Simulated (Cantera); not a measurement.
## Halide evaporation, hydrolysis and transport: PbCl2 + HCl + H2

Input: 1 mol PbCl2, 0.53 mol HCl, 0.32 mol H2, equilibrated at 0.210 Pa.

These are equilibrium values from Cantera (NASA tables, ideal gas, pure condensed phases), not measurements of a reactor. Candidate condensed phases: Pb, PbCl2; 10 gas species. The tables' values for PbCl4 are old estimates; treat these amounts as uncertain. The numbers say what is thermodynamically allowed, not how fast it happens.

From 1275 K to 1950 K nothing is condensed. The main Pb-bearing gas is PbCl at 1275 K and Pb at 1950 K.

```json
[
 {"T (K)": "1275", "x HCl": "0.521", "x Cl": "0.0338", "x Pb": "0.0419", "x PbCl": "0.236", "x PbCl2": "0.167", "x H": "3.39e-6", "x H2": "4.43e-5"},
 {"T (K)": "1350", "x HCl": "0.481", "x Cl": "0.108", "x Pb": "0.0662", "x PbCl": "0.239", "x PbCl2": "0.106", "x H": "1.00e-5", "x H2": "3.70e-5"},
 {"T (K)": "1425", "x HCl": "0.425", "x Cl": "0.212", "x Pb": "0.121", "x PbCl": "0.202", "x PbCl2": "0.0402", "x H": "3.64e-5", "x H2": "5.99e-5"},
 {"T (K)": "1500", "x HCl": "0.378", "x Cl": "0.299", "x Pb": "0.191", "x PbCl": "0.123", "x PbCl2": "0.00919", "x H": "0.000150", "x H2": "0.000153"},
 {"T (K)": "1575", "x HCl": "0.349", "x Cl": "0.350", "x Pb": "0.242", "x PbCl": "0.0561", "x PbCl2": "0.00149", "x H": "0.000651", "x H2": "0.000516"},
 {"T (K)": "1650", "x HCl": "0.331", "x Cl": "0.376", "x Pb": "0.266", "x PbCl": "0.0226", "x PbCl2": "0.000217", "x H": "0.00271", "x H2": "0.00188"},
 {"T (K)": "1725", "x HCl": "0.307", "x Cl": "0.395", "x Pb": "0.272", "x PbCl": "0.00916", "x PbCl2": "3.42e-5", "x H": "0.00989", "x H2": "0.00596"},
 {"T (K)": "1800", "x HCl": "0.262", "x Cl": "0.423", "x Pb": "0.268", "x PbCl": "0.00393", "x PbCl2": "6.31e-6", "x H": "0.0290", "x H2": "0.0137"},
 {"T (K)": "1875", "x HCl": "0.195", "x Cl": "0.459", "x Pb": "0.257", "x PbCl": "0.00179", "x PbCl2": "1.34e-6", "x H": "0.0658", "x H2": "0.0212"},
 {"T (K)": "1950", "x HCl": "0.124", "x Cl": "0.493", "x Pb": "0.243", "x PbCl": "0.000842", "x PbCl2": "3.14e-7", "x H": "0.118", "x H2": "0.0221"}
]
```
x: gas mole fraction; nothing condenses.
